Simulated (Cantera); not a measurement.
## Thermodynamics of abatement and gas-phase synthesis, feed HI + H2O + N2

A closed system holds: 1 mol HI, 0.051 mol H2O, 2.7 mol N2, at 5.50 mbar.

Equilibrium computed with Cantera from the NASA thermochemical tables; the gas is ideal and each condensed phase is pure. Candidate condensed phases: H2O, I2; 27 gas species. Kinetics and transport are ignored.

From 2248 K to 2848 K nothing is condensed.

| T (K) | x N2 | x I | x H | x H2 | x H2O | x O |
|---|---|---|---|---|---|---|
| 2248 | 0.626 | 0.230 | 0.0313 | 0.0997 | 0.0111 | 0.000113 |
| 2298 | 0.623 | 0.229 | 0.0399 | 0.0952 | 0.0107 | 0.000206 |
| 2348 | 0.619 | 0.228 | 0.0500 | 0.0900 | 0.0102 | 0.000365 |
| 2398 | 0.615 | 0.227 | 0.0616 | 0.0840 | 0.00947 | 0.000625 |
| 2448 | 0.610 | 0.225 | 0.0747 | 0.0774 | 0.00853 | 0.00103 |
| 2498 | 0.605 | 0.223 | 0.0890 | 0.0702 | 0.00738 | 0.00162 |
| 2548 | 0.600 | 0.221 | 0.104 | 0.0626 | 0.00606 | 0.00240 |
| 2598 | 0.594 | 0.219 | 0.120 | 0.0549 | 0.00469 | 0.00337 |
| 2648 | 0.588 | 0.217 | 0.136 | 0.0471 | 0.00340 | 0.00443 |
| 2698 | 0.582 | 0.215 | 0.151 | 0.0396 | 0.00231 | 0.00550 |
| 2748 | 0.577 | 0.214 | 0.165 | 0.0326 | 0.00148 | 0.00648 |
| 2798 | 0.573 | 0.212 | 0.178 | 0.0263 | 0.000907 | 0.00731 |
| 2848 | 0.569 | 0.211 | 0.188 | 0.0208 | 0.000536 | 0.00798 |
x: gas mole fraction; nothing condenses.
